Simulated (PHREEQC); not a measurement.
# Acid mine or pickling water: an equilibrium model

Model water analysis in mg/L, 25 °C, pH 2.43, pe 12.2:

| constituent | mg/L |
|---|---|
| Na | 131 |
| K | 109 |
| Ca | 542 |
| Mg | 158 |
| Cl | 150 |
| S(6) as SO4 | 3260 |
| Cu(2) | 18.8 |
| Al | 193 |

Valence states are taken as typed.

Model: ion-association model, phreeqc.dat, run in PHREEQC.

No solid was allowed to form.

Q: Predict the ionic strength, charge-balance error.

A: ionic strength 0.0765 mol/kgw; charge-balance error 6.8 %.

Q: In which forms is Ca present?

A: Ca+2 67 %, CaSO4 32 %, CaHSO4+ 1.0 % of the Ca.

Species that the database lacks are ignored.
